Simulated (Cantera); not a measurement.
## Stirred combustor or abatement burner

A perfectly stirred reactor is fed with 27.8 % H2, 17.8 % O2, 53.3 % N2, 1.17 % CO2, equivalence ratio 0.78, at 4.30 bar; it is adiabatic with a 425 K inlet, and is followed from long to short residence time, starting on the burning branch (τ in s: 0.048, 0.019, 0.0077, 0.0031, 0.0012, 0.00049, 0.00019, 7.7e-05, 3.1e-05, 1.2e-05).

Computed with Cantera and GRI-Mech 3.0 (53 species, 325 reactions). The hydrogen kinetics of GRI-Mech 3.0 are dated; newer H2 mechanisms differ, most at raised pressure.

```json
[
 {"τ (s)": "0.048", "T (K)": "2401", "x H2": "0.00274", "x O2": "0.0415", "x NO2": "5.38e-6", "x H2O2": "7.49e-7", "x H": "0.000411", "x O": "0.000870"},
 {"τ (s)": "0.019", "T (K)": "2402", "x H2": "0.00280", "x O2": "0.0422", "x NO2": "4.08e-6", "x H2O2": "7.60e-7", "x H": "0.000428", "x O": "0.000902"},
 {"τ (s)": "0.0077", "T (K)": "2403", "x H2": "0.00294", "x O2": "0.0430", "x NO2": "2.55e-6", "x H2O2": "7.73e-7", "x H": "0.000461", "x O": "0.000956"},
 {"τ (s)": "0.0031", "T (K)": "2401", "x H2": "0.00326", "x O2": "0.0437", "x NO2": "1.34e-6", "x H2O2": "7.86e-7", "x H": "0.000533", "x O": "0.00105"},
 {"τ (s)": "0.0012", "T (K)": "2391", "x H2": "0.00402", "x O2": "0.0443", "x NO2": "6.63e-7", "x H2O2": "8.06e-7", "x H": "0.000718", "x O": "0.00126"},
 {"τ (s)": "0.00049", "T (K)": "2369", "x H2": "0.00555", "x O2": "0.0448", "x NO2": "3.52e-7", "x H2O2": "8.57e-7", "x H": "0.00115", "x O": "0.00170"},
 {"τ (s)": "0.00019", "T (K)": "2324", "x H2": "0.00859", "x O2": "0.0458", "x NO2": "1.78e-7", "x H2O2": "9.95e-7", "x H": "0.00228", "x O": "0.00264"},
 {"τ (s)": "7.7e-5", "T (K)": "2252", "x H2": "0.0133", "x O2": "0.0474", "x NO2": "8.94e-8", "x H2O2": "1.25e-6", "x H": "0.00461", "x O": "0.00420"},
 {"τ (s)": "3.1e-5", "T (K)": "2146", "x H2": "0.0198", "x O2": "0.0501", "x NO2": "5.00e-8", "x H2O2": "1.67e-6", "x H": "0.00908", "x O": "0.00650"},
 {"τ (s)": "1.2e-5", "T (K)": "1998", "x H2": "0.0286", "x O2": "0.0545", "x NO2": "3.34e-8", "x H2O2": "2.48e-6", "x H": "0.0169", "x O": "0.00943"}
]
```
x: mole fraction; the columns are a selection and need not sum to one.
